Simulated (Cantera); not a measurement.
Input: 1 mol C₂F₆, 0.42 mol CH₄, at 2877 °C and 0.0810 bar.

Cantera equilibrium calculation (NASA polynomials, part measured and part estimated; ideal gas, pure solids and liquids). Candidate condensed phases: C, C₆H₆, C₇H₈, C₈H₁₈; 95 gas species. The feed counts by its element totals alone. The numbers say what is thermodynamically allowed, not how fast it happens.

Base state: F 0.533, HF 0.289, CF 0.0829, CF₂ 0.0688, C₃ 0.0176, H 0.00322, C 0.00243, C₂ 0.00184 (mole fractions); condensed: C(graphite).

Q: What changes in the equilibrium state with this change: CH₄ from 0.42 to 0.042 mol?

A: 
```json
[
 {"species": "F", "before": "0.533", "after": "0.712"},
 {"species": "CF₂", "before": "0.0688", "after": "0.123"},
 {"species": "CF", "before": "0.0829", "after": "0.111"},
 {"species": "HF", "before": "0.289", "after": "0.0306"},
 {"species": "C₃", "before": "0.0176", "after": "0.0176"},
 {"species": "H₂", "before": "1.40e-5", "after": "8.78e-8"},
 {"species": "H", "before": "0.00322", "after": "0.000255"},
 {"species": "C₂H", "before": "6.38e-5", "after": "5.06e-6"},
 {"species": "C₂HF", "before": "2.59e-5", "after": "2.74e-6"},
 {"species": "CF₄", "before": "2.08e-5", "after": "6.61e-5"},
 {"species": "C(graphite), mol", "before": "1.19", "after": "0.429"}
]
```
